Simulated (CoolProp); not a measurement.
Vapour-liquid equilibrium of acetone (1) + n-nonane (2) at 36.75 °C; x and y are mole fractions of (1).

Model: multi-fluid Helmholtz-energy mixture model, Lemmon 2006 and Lemmon 2006; pair parameters Bell 2016, in CoolProp.

```tsv
x	bubble pressure (MPa)	y at the bubble point	dew pressure at overall composition x (MPa)	liquid density (mol/L)
0.05	0.01251	0.909	0.001238	5.671
0.2	0.03208	0.967	0.001470	6.266
0.35	0.03873	0.974	0.001807	6.983
0.5	0.04045	0.976	0.002347	7.868
0.65	0.04140	0.978	0.003344	8.989
0.8	0.04353	0.982	0.005815	10.46
0.95	0.04784	0.993	0.02204	12.45
```

No azeotrope shows between x = 0.05 and 0.95.

The pair parameters rest on a limited set of measurements; away from them the model extrapolates. With so large a gap from Raoult's law the liquid may split in two, which this calculation doesn't test in full.
